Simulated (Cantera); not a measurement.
**Ignition delay**

Mixture: CH4 : C2H6 : O2 : N2 = 1 : 0.083 : 1.43 : 5.38 (molar parts), equivalence ratio 1.6, at 100000 Pa, adiabatic and at constant pressure. Ignition delay is the time to a rise of 400 K.

Detailed kinetics in Cantera: GRI-Mech 3.0 (53 species, 325 reactions).

```
T0 (K)  delay (ms)
------  ----------
1100          29.3
1175          11.8
1250          5.08
1325          2.24
1400          1.01
1475         0.475
1550         0.237
```

The apparent activation energy between 1400 and 1550 K comes out as 170 kJ/mol.
